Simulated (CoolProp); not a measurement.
50 sccm (0 °C, 1 atm) of nitrogen bubbles through liquid m-xylene at 332 K and leaves saturated at a total pressure of 0.0174 MPa (ideal gas phase). Each further row changes one setting.

Model: reference Helmholtz-energy equation of state, Zhou 2012, in CoolProp.

```
case                       vapour pressure (kPa)  mole fraction of vapour  delivery (mg/min)  delivery (sccm)  change of delivery for a bath 1 K warmer (%)
-------------------------  ---------------------  -----------------------  -----------------  ---------------  --------------------------------------------
as stated                                   6.27                      [?]                [?]              [?]                                           [?]
bath temperature 337 K                      7.81                      [?]                [?]              [?]                                           8.3
total pressure 0.0348 MPa                   6.27                    0.180               52.0              [?]                                           5.6
```

Question: Complete the blanks.

Answer: 
- as stated, mole fraction of vapour: 0.360
- as stated, delivery (mg/min): 133
- as stated, delivery (sccm): 28.1
- as stated, change of delivery for a bath 1 K warmer (%): 7.3
- bath temperature 337 K, mole fraction of vapour: 0.449
- bath temperature 337 K, delivery (mg/min): 193
- bath temperature 337 K, delivery (sccm): 40.7
- total pressure 0.0348 MPa, delivery (sccm): 11.0
